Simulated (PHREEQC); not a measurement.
Solution (10 °C): 0.54 mol KCl, 0.11 mol NaHCO3 and 2.7 mol NaCl per kg of water. Closed to the air; pH follows from the charge balance.

Computed with PHREEQC (Pitzer model, pitzer.dat).

| quantity | before | after |
|---|---|---|
| pH | 7.59 | 7.37 |
| ionic strength (mol/kgw) | 3.35 | 3.35 |
| HCO3- (mol/kgw) | 0.106 | 0.106 |
| CO2 (mol/kgw) | 0.00214 | 0.00214 |
| CO3-2 (mol/kgw) | 0.00214 | 0.00213 |
| SI of Halite (NaCl) | -0.92 | -0.95 |

**Question.** Name the change that produced these shifts.
A. NaHCO3 replaced by K2CO3 at the same molality
B. NaCl left out
C. KCl left out
D. temperature from 10 to 70 °C

**Answer.** D, temperature from 10 to 70 °C

Precipitation was switched off in this run. In brines, pH and single-ion activities rest on the MacInnes convention. Constants without temperature data keep their 25 °C values here.
